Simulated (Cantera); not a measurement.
# Equilibrium for hydrogen reduction and annealing atmospheres: CuO + H2

Charge: 1 mol CuO, 0.56 mol H2, equilibrated at 0.105 Torr.

Equilibrium computed with Cantera from the NASA thermochemical tables; the gas is ideal and each condensed phase is pure. Candidate condensed phases: Cu, CuO, Cu(OH)2, Cu2O, H2O; 12 gas species. Mutual solubility and eutectic melting of coexisting phases are not modelled. Equilibrium is a limit: real reactors are often held back by kinetics, nucleation or transport.

```csv
T (°C),x H2O,x Cu,x O2,x OH,x H2,x O,x CuO,n Cu(s),n Cu2O(s),n Cu(l)
777,1.000,7.52e-7,5.10e-6,5.95e-7,1.35e-5,1.28e-10,1.19e-11,0.120,0.440,0
827,1.000,4.25e-6,2.91e-5,2.14e-6,2.06e-5,1.14e-9,1.37e-10,0.120,0.440,0
877,1.000,2.06e-5,0.000142,6.91e-6,3.04e-5,8.38e-9,1.27e-9,0.120,0.440,0
927,0.999,8.77e-5,0.000607,2.02e-5,4.35e-5,5.22e-8,9.69e-9,0.121,0.439,0
977,0.997,0.000331,0.00230,5.40e-5,6.06e-5,2.81e-7,6.28e-8,0.125,0.437,0
1027,0.991,0.00113,0.00785,0.000134,8.20e-5,1.32e-6,3.52e-7,0.137,0.431,0
1077,0.972,0.00349,0.0244,0.000307,0.000107,5.57e-6,1.73e-6,0.174,0.412,0
1127,0.909,0.00963,0.0802,0.000671,0.000123,2.27e-5,7.81e-6,0,0.341,0.312
1177,0.725,0.0246,0.249,0.00129,0.000116,8.46e-5,3.19e-5,0,0.0560,0.869
1227,0.674,0.0587,0.265,0.00198,0.000209,0.000176,7.22e-5,0,0,0.951
1277,0.620,0.133,0.244,0.00283,0.000384,0.000326,0.000144,0,0,0.880
1327,0.510,0.284,0.200,0.00363,0.000639,0.000549,0.000259,0,0,0.689
```
x: gas mole fraction; n: condensed amount in mol.

From 777 °C to 1077 °C the condensed part is Cu(s) + Cu2O(s). From 1127 °C to 1177 °C the condensed part is Cu(l) + Cu2O(s). From 1227 °C to 1327 °C the condensed part is Cu(l). The main Cu-bearing gas is Cu throughout.
